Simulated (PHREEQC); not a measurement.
# Reverse-osmosis permeate (model solution)

A made-up water analysis in mmol/kgw, 25 °C, pH 5.83, pe 11.4: Na 0.0389; K 0.0571; Ca 0.05; Mg 0.0319; Cl 0.0801; S(6) 0.0797; Alkalinity (meq/kgw) 0.0245; Si 4.64e-05; Cd 8.72e-05; Pb 0.00116; O(0) (counted as O atoms) 0.00114.

Cl is adjusted to close the charge balance.
Valence states are taken as typed.

Computed with PHREEQC (ion-association model, wateq4f.dat).

Each row changes one thing in this solution. Precipitation was switched off in this run.

```json
[
 {"case": "as made", "CO2 (mol/kgw)": "8.42e-5", "HCO3- (mol/kgw)": "2.59e-5", "Pb+2 (mol/kgw)": "1.07e-6", "CaSO4 (mol/kgw)": "6.41e-7", "MgSO4 (mol/kgw)": "4.80e-7", "PbSO4 (mol/kgw)": "3.92e-8", "SI of Anglesite (PbSO4)": "-2.37", "SI of Pb(OH)2 (Pb(OH)2)": "-2.50"},
 {"case": "temperature from 25 to 15 °C at the same typed pH", "CO2 (mol/kgw)": "9.84e-5", "HCO3- (mol/kgw)": "2.59e-5", "Pb+2 (mol/kgw)": "1.07e-6", "CaSO4 (mol/kgw)": "5.86e-7", "MgSO4 (mol/kgw)": "3.71e-7", "PbSO4 (mol/kgw)": "3.95e-8", "SI of Anglesite (PbSO4)": "-2.31", "SI of Pb(OH)2 (Pb(OH)2)": "-2.86"},
 {"case": "pH from 5.83 to 6.13 at the same alkalinity", "CO2 (mol/kgw)": "4.09e-5", "HCO3- (mol/kgw)": "2.51e-5", "Pb+2 (mol/kgw)": "1.05e-6", "CaSO4 (mol/kgw)": "6.41e-7", "MgSO4 (mol/kgw)": "4.80e-7", "PbSO4 (mol/kgw)": "3.84e-8", "SI of Anglesite (PbSO4)": "-2.38", "SI of Pb(OH)2 (Pb(OH)2)": "-1.91"},
 {"case": "all concentrations times 4 at the same typed pH", "CO2 (mol/kgw)": "0.000314", "HCO3- (mol/kgw)": "9.86e-5", "Pb+2 (mol/kgw)": "3.71e-6", "CaSO4 (mol/kgw)": "8.13e-6", "MgSO4 (mol/kgw)": "6.08e-6", "PbSO4 (mol/kgw)": "4.42e-7", "SI of Anglesite (PbSO4)": "-1.31", "SI of Pb(OH)2 (Pb(OH)2)": "-2.00"}
]
```
